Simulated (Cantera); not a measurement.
Input (Python, Cantera):

```python
import numpy as np
import cantera as ct

gas = ct.Solution("gri30.yaml")
gas.TPX = 575, 170000, {'CH4': 1, 'C2H6': 0.046, 'C3H8': 0.89, 'O2': 5.51, 'N2': 20.7}
flame = ct.FreeFlame(gas, width=0.028)
flame.set_refine_criteria(ratio=3, slope=0.08, curve=0.16)
flame.transport_model = "mixture-averaged"
flame.solve(loglevel=0, auto=True)
z, T = flame.grid, flame.T
thick = (T[-1] - T[0]) / np.gradient(T, z).max()
show = ['CH4', 'C2H6', 'C3H8', 'H2', 'CH3', 'CH2O']
print(f"laminar burning velocity  {flame.velocity[0] * 100:.3f} cm/s")
print(f"burnt temperature         {T[-1]:.1f} K")
print(f"thermal thickness         {thick * 1e3:.4f} mm")
print(f"grid points               {len(z)}")
z0 = z[flame.heat_release_rate.argmax()]
print(f"{'z/mm':>9s}{'T/K':>9s}{'u/(m/s)':>9s}" + "".join(f"{s:>11s}" for s in show))
rows = []
for k in (-3, -2, -1.5, -1, -0.5, -0.25, 0, 0.25, 0.5, 1, 2, 4, 8):
    zz = z0 + k * thick
    rows.append([k * thick, np.interp(zz, z, T), np.interp(zz, z, flame.velocity),
                 *(np.interp(zz, z, flame.X[gas.species_index(s)]) for s in show)])
    print(f"{rows[-1][0] * 1e3:9.3f}{rows[-1][1]:9.1f}{rows[-1][2]:9.3f}" + "".join(f"{x:11.3e}" for x in rows[-1][3:]))
```

It prints:

```
laminar burning velocity  119.448 cm/s
burnt temperature         2363.6 K
thermal thickness         0.1808 mm
grid points               142
     z/mm      T/K  u/(m/s)        CH4       C2H6       C3H8         H2        CH3       CH2O
   -0.543    575.2    1.197  3.547e-02  1.632e-03  3.158e-02  1.573e-03  9.675e-09  2.106e-07
   -0.362    577.2    1.204  3.530e-02  1.628e-03  3.149e-02  4.656e-03  1.239e-07  4.077e-06
   -0.271    585.4    1.226  3.497e-02  1.626e-03  3.136e-02  8.349e-03  6.497e-07  2.455e-05
   -0.181    645.1    1.365  3.351e-02  1.673e-03  3.072e-02  1.554e-02  9.156e-06  2.284e-04
   -0.090   1042.1    2.274  2.590e-02  2.439e-03  2.132e-02  2.748e-02  6.279e-04  1.502e-03
   -0.045   1460.3    3.280  1.686e-02  1.898e-03  6.410e-03  3.342e-02  2.835e-03  1.767e-03
    0.000   1845.3    4.223  5.753e-03  1.929e-04  1.519e-04  3.437e-02  2.687e-03  7.414e-04
    0.045   2030.6    4.659  8.047e-04  1.949e-06  1.377e-07  2.988e-02  6.203e-04  1.643e-04
    0.090   2087.5    4.775  6.374e-05  7.791e-09  1.539e-11  2.647e-02  6.263e-05  1.914e-05
    0.181   2130.1    4.845  3.639e-07  3.545e-13  2.102e-18  2.553e-02  4.159e-07  1.284e-07
    0.362   2178.7    4.932  1.088e-10  6.046e-19  3.755e-26  2.568e-02  1.446e-10  9.580e-10
    0.723   2234.7    5.041  1.826e-14  7.162e-25  1.623e-36  2.484e-02  7.026e-14  8.685e-10
    1.447   2289.1    5.146  1.692e-14  5.030e-26  1.410e-37  2.371e-02  5.387e-14  8.339e-10
```

Model: GRI-Mech 3.0 (53 species, 325 reactions), integrated in Cantera. GRI-Mech 3.0 was tuned for natural gas; its chemistry of propane as a main component is partial and can be far from experiment. Burning velocities carry a grid error of a few per cent, more on coarse grids.
